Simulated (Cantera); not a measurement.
## Hydrocarbon pyrolysis for carbon deposition

A perfectly stirred reactor is fed with CH₄ : H₂ = 1 : 1.1 (molar parts), at 1330 Pa; it is held at 1525 K, and followed from long to short residence time.

Computed with Cantera and GRI-Mech 3.0 (53 species, 325 reactions). GRI-Mech 3.0 stops at C3 and has no aromatics, soot or wall deposition, so with more carbon than oxygen in the feed, carbon stays in small species such as C2H2 where larger ones or solid carbon would form. Radical loss at walls, strong at low pressure, is not modelled.

```json
[
 {"τ (s)": "27", "x CH₄": "0.104", "x H₂": "0.770", "x C₂H₄": "0.000631", "x CH₂": "3.41e-8", "x C₂H": "4.03e-8", "x CH₃": "0.000308"},
 {"τ (s)": "4.6", "x CH₄": "0.244", "x H₂": "0.677", "x C₂H₄": "0.00164", "x CH₂": "5.14e-8", "x C₂H": "2.03e-8", "x CH₃": "0.000591"},
 {"τ (s)": "0.80", "x CH₄": "0.394", "x H₂": "0.577", "x C₂H₄": "0.00312", "x CH₂": "6.49e-8", "x C₂H": "5.83e-9", "x CH₃": "0.000847"},
 {"τ (s)": "0.14", "x CH₄": "0.463", "x H₂": "0.532", "x C₂H₄": "0.00204", "x CH₂": "5.30e-8", "x C₂H": "4.75e-10", "x CH₃": "0.000821"},
 {"τ (s)": "0.024", "x CH₄": "0.475", "x H₂": "0.524", "x C₂H₄": "0.000101", "x CH₂": "9.05e-9", "x C₂H": "<1e-12", "x CH₃": "0.000329"},
 {"τ (s)": "0.0042", "x CH₄": "0.476", "x H₂": "0.524", "x C₂H₄": "6.63e-7", "x CH₂": "3.46e-10", "x C₂H": "<1e-12", "x CH₃": "6.30e-5"},
 {"τ (s)": "0.00072", "x CH₄": "0.476", "x H₂": "0.524", "x C₂H₄": "3.24e-9", "x CH₂": "1.01e-11", "x C₂H": "<1e-12", "x CH₃": "1.08e-5"},
 {"τ (s)": "0.00012", "x CH₄": "0.476", "x H₂": "0.524", "x C₂H₄": "1.16e-11", "x CH₂": "<1e-12", "x C₂H": "<1e-12", "x CH₃": "1.77e-6"}
]
```
x: mole fraction; the columns are a selection and need not sum to one.
